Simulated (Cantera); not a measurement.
**Moist CO burnout**

An isothermal, constant-pressure homogeneous reactor starts with 0.303 % CO, 0.978 % O2, 0.968 % H2O, 97.8 % N2, equivalence ratio 0.15, at 1500 K and 6.81 atm.

Cantera simulation using GRI-Mech 3.0 (53 species, 325 reactions); the numbers are that mechanism's predictions, not measurements.

```json
[
 {"t (s)": "0.000300", "x CO": "0.00268", "x O2": "0.00956", "x H2O": "0.00958", "x NO": "3.79e-9", "x H2": "3.64e-5", "x OH": "0.000102", "x HO2": "4.86e-6"},
 {"t (s)": "0.000902", "x CO": "0.000646", "x O2": "0.00856", "x H2O": "0.00961", "x NO": "1.61e-7", "x H2": "2.52e-5", "x OH": "9.04e-5", "x HO2": "2.65e-6"},
 {"t (s)": "0.00271", "x CO": "8.16e-5", "x O2": "0.00830", "x H2O": "0.00967", "x NO": "2.62e-7", "x H2": "3.90e-6", "x OH": "3.91e-5", "x HO2": "4.76e-7"},
 {"t (s)": "0.00815", "x CO": "6.43e-6", "x O2": "0.00827", "x H2O": "0.00968", "x NO": "2.95e-7", "x H2": "5.25e-7", "x OH": "1.62e-5", "x HO2": "5.63e-8"},
 {"t (s)": "0.0245", "x CO": "3.01e-7", "x O2": "0.00827", "x H2O": "0.00969", "x NO": "3.03e-7", "x H2": "1.13e-7", "x OH": "8.12e-6", "x HO2": "1.17e-8"},
 {"t (s)": "0.0736", "x CO": "6.33e-8", "x O2": "0.00827", "x H2O": "0.00969", "x NO": "3.05e-7", "x H2": "7.74e-8", "x OH": "6.72e-6", "x HO2": "8.67e-9"},
 {"t (s)": "0.221", "x CO": "6.26e-8", "x O2": "0.00827", "x H2O": "0.00969", "x NO": "3.09e-7", "x H2": "7.72e-8", "x OH": "6.71e-6", "x HO2": "8.65e-9"},
 {"t (s)": "0.665", "x CO": "6.26e-8", "x O2": "0.00827", "x H2O": "0.00969", "x NO": "3.21e-7", "x H2": "7.72e-8", "x OH": "6.71e-6", "x HO2": "8.65e-9"},
 {"t (s)": "2.00", "x CO": "6.26e-8", "x O2": "0.00827", "x H2O": "0.00969", "x NO": "3.57e-7", "x H2": "7.72e-8", "x OH": "6.71e-6", "x HO2": "8.65e-9"}
]
```
x: mole fraction; the columns are a selection and need not sum to one.

Equilibrium at this temperature and pressure: CO 6.31e-8, O2 0.00814, H2O 0.00969, NO 0.000270, H2 7.79e-8, OH 6.69e-6, HO2 8.55e-9 (gas phase only).
